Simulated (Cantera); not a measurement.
## Equilibrium for silicon nitride deposition: SiF4 + NH3 + N2

Feed: 1 mol SiF4, a varied amount of NH3, 27 mol N2, at 3.40 mbar.

These are equilibrium values from Cantera (NASA tables, ideal gas, pure condensed phases), not measurements of a reactor. Candidate condensed phases: Si, Si3N4; 37 gas species. The tables' values for SiF2, SiF3 are old estimates. Kinetics and transport are ignored.

Stable condensed phases:

```
T in K \ n(NH3) in mol
         0.56  0.7 0.87  1.1  1.3  1.7  2.1  2.6  3.2    4  4.9  6.1
   1525     A    A    A    A    A    A    A    A    A    A    A    A
   1475     A    A    A    A    A    A    A    A    A    A    A    A
   1425     A    A    A    A    A    A    A    A    A    A    A    A
   1375     A    A    A    A    A    A    A    A    A    A    A    A
   1325     A    A    A    A    A    A    A    A    B    B    B    B
   1275     A    A    A    A    B    B    B    B    B    B    B    B
   1225     B    B    B    B    B    B    B    B    B    B    B    B
   1175     B    B    B    B    B    B    B    B    B    B    B    B
   1125     B    B    B    B    B    B    B    B    B    B    B    B
```

A: gas only; B: Si3N4.
